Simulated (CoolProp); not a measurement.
Properties of isobutene along the isobar 12.4 MPa.

Values from CoolProp's reference Helmholtz-energy equation of state, Lemmon 2005. It is a short technical equation, of lower accuracy than the large ones.

```csv
T (K),phase,density (kg/m³),isothermal compressibility (1/MPa),fugacity coefficient
394.2,liquid,492.0,0.008223,0.2233
411.5,liquid,466.3,0.01113,0.2743
428.8,supercritical,438.4,0.01548,0.3280
446.1,supercritical,407.9,0.02200,0.3831
463.4,supercritical,375.0,0.03153,0.4380
480.8,supercritical,340.1,[?],0.4915
498.1,supercritical,[?],0.05867,0.5417
515.4,supercritical,273.5,0.07122,0.5881
532.7,supercritical,[?],[?],0.6302
550,supercritical,[?],0.08374,0.6683
```

Question: Some entries are withheld; supply them.

Answer: 
- 480.8, isothermal compressibility (1/MPa): 0.04434
- 498.1, density (kg/m³): 305.5
- 532.7, density (kg/m³): 245.9
- 532.7, isothermal compressibility (1/MPa): 0.07951
- 550, density (kg/m³): 223.1
